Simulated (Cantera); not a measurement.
A freely propagating, adiabatic, planar premixed flame of 4.83 % C₂H₆, 21.7 % O₂, 64.7 % N₂, 8.70 % H₂O, equivalence ratio 0.78, unburnt at 623 K and 750 Torr; mixture-averaged transport, grid criteria slope 0.08 and curve 0.16, no radiation.

Computed with Cantera and GRI-Mech 3.0 (53 species, 325 reactions). Burning velocities carry a grid error of a few per cent, more on coarse grids.

x: mole fraction of selected species; z is measured from the peak of heat release.

```csv
z (mm),T (K),u (m/s),x C₂H₆,x O₂,x H₂O,x H₂,x H₂O₂,x HO₂
-0.912,623,1.38,0.0483,0.217,0.0869,0.000746,6.92e-8,2.44e-7
-0.608,625,1.39,0.0482,0.217,0.0872,0.00214,1.00e-6,3.53e-6
-0.456,631,1.41,0.0480,0.216,0.0880,0.00373,4.00e-6,1.43e-5
-0.304,669,1.50,0.0471,0.212,0.0928,0.00681,2.24e-5,8.96e-5
-0.152,___,2.17,0.0361,0.184,0.121,0.0123,9.77e-5,0.000457
-0.0760,___,3.06,0.0172,0.147,0.153,0.0153,6.69e-5,0.000442
0,___,3.97,0.00149,0.103,0.185,0.0155,3.51e-6,0.000248
0.0760,1841,4.35,7.86e-6,0.0759,0.199,0.0119,7.27e-7,4.21e-5
0.152,1897,4.46,1.03e-8,0.0656,0.202,0.00981,5.69e-7,1.86e-5
0.304,1967,4.60,<1e-8,0.0585,0.202,0.00908,4.64e-7,1.36e-5
0.608,2054,4.77,<1e-8,0.0541,0.206,0.00788,3.44e-7,9.46e-6
1.22,2144,4.95,<1e-8,0.0510,0.212,0.00566,2.50e-7,6.06e-6
2.43,2216,5.09,<1e-8,0.0487,0.217,0.00356,2.00e-7,4.24e-6
```

Task: What belongs in the gaps?

Result: 
- -0.152, T (K): 953
- -0.0760, T (K): 1316
- 0, T (K): 1683
